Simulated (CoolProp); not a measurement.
Dry air at 293.15 K and 2.14 MPa flows at 7.2 m/s in a round tube of 20 mm bore and 15 µm roughness, fully developed (64/Re and Nu = 3.66 if laminar; Colebrook and Gnielinski if turbulent). Each further row changes one setting.

The numbers come from the reference Helmholtz-energy equation of state, Lemmon 2000 in CoolProp. It is a pseudo-pure fit of the blend.

| case | Reynolds number | Darcy friction factor | pressure drop (Pa/m) | heat-transfer coefficient (W/(m² K)) | mass flow (kg/h) |
|---|---|---|---|---|---|
| as stated | 199000 | 0.0200 | 664 | 544 | 208 |
| velocity 14.4 m/s | 398000 | 0.0192 | 2550 | 1050 | 417 |
| diameter 40 mm | 398000 | 0.0171 | 283 | 461 | 834 |

Viscosity comes from a separate model (Lemmon 2004). Thermal conductivity comes from a separate model (Lemmon 2004).
